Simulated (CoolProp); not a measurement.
Properties of CH2F2 (R32) along the isotherm 435 K.

The numbers come from the reference Helmholtz-energy equation of state, Tillner-Roth 1997 in CoolProp.

```tsv
p (kPa)	phase	cp (kJ/(kg K))	speed of sound (m/s)	expansivity (1/kK)	fugacity coefficient
964	gas	1.086	281.3	2.573	0.9707
1930	gas	1.134	276.1	2.880	0.9421
2890	gas	1.186	271.0	3.222	[?]
3860	gas	1.246	265.9	3.613	0.8867
4820	gas	1.312	261.0	4.050	0.8602
5780	gas	1.387	256.3	4.544	0.8344
6750	supercritical	1.472	251.9	5.104	0.8089
7710	supercritical	1.566	248.0	5.721	0.7845
8670	supercritical	1.669	[?]	6.392	0.7608
9640	supercritical	1.782	242.4	7.108	0.7376
10600	supercritical	1.898	241.2	7.818	0.7155
11600	supercritical	2.017	241.3	8.501	0.6934
12500	supercritical	2.114	242.9	9.006	0.6744
13500	supercritical	2.203	246.4	9.384	[?]
14500	supercritical	2.266	251.6	9.532	0.6354
```

Question: What belongs in the gaps?

Answer: 
- 2890, fugacity coefficient: 0.9142
- 8670, speed of sound (m/s): 244.8
- 13500, fugacity coefficient: 0.6544
